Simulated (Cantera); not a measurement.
An adiabatic, constant-pressure homogeneous reactor starts with CH₄ : O₂ : N₂ : H₂O = 1 : 4.26 : 16 : 4.1 (molar parts), at 1450 K and 0.560 bar. Integrator tolerance rtol = 1e-08.

Cantera simulation using GRI-Mech 3.0 (53 species, 325 reactions); the numbers are that mechanism's predictions, not measurements.

### Question
What does this change do: constant volume in place of constant pressure?

### Answer
```tsv
quantity	before	after
time of steepest temperature rise	3.05 ms	2.97 ms
temperature at 5.00 s	2178 K	2317 K
equilibrium temperature	2178 K	2317 K
x(CH₄) at 5.00 s	<1e-12 (gas-phase equilibrium <1e-12)	<1e-12 (gas-phase equilibrium <1e-12)
x(O₂) at 5.00 s	0.0844 (gas-phase equilibrium 0.0844)	0.0828 (gas-phase equilibrium 0.0828)
x(H₂O) at 5.00 s	0.235 (gas-phase equilibrium 0.235)	0.232 (gas-phase equilibrium 0.232)
x(HCO) at 5.00 s	2.75e-11 (gas-phase equilibrium 2.75e-11)	1.51e-10 (gas-phase equilibrium 1.51e-10)
x(N₂O) at 5.00 s	2.52e-7 (gas-phase equilibrium 2.52e-7)	4.26e-7 (gas-phase equilibrium 4.26e-7)
x(CH₂CO) at 5.00 s	<1e-12 (gas-phase equilibrium <1e-12)	<1e-12 (gas-phase equilibrium <1e-12)
```

### Question
What does this change do: CH4 1 to 2 parts?

### Answer
| quantity | before | after |
|---|---|---|
| time of steepest temperature rise | 3.05 ms | 4.24 ms |
| temperature at 5.00 s | 2178 K | 2516 K |
| equilibrium temperature | 2178 K | 2516 K |
| x(CH₄) at 5.00 s | <1e-12 (gas-phase equilibrium <1e-12) | <1e-12 (gas-phase equilibrium <1e-12) |
| x(O₂) at 5.00 s | 0.0844 (gas-phase equilibrium 0.0844) | 0.0204 (gas-phase equilibrium 0.0204) |
| x(H₂O) at 5.00 s | 0.235 (gas-phase equilibrium 0.235) | 0.272 (gas-phase equilibrium 0.272) |
| x(HCO) at 5.00 s | 2.75e-11 (gas-phase equilibrium 2.75e-11) | 7.33e-9 (gas-phase equilibrium 7.33e-9) |
| x(N₂O) at 5.00 s | 2.52e-7 (gas-phase equilibrium 2.52e-7) | 2.29e-7 (gas-phase equilibrium 2.29e-7) |
| x(CH₂CO) at 5.00 s | <1e-12 (gas-phase equilibrium <1e-12) | <1e-12 (gas-phase equilibrium <1e-12) |
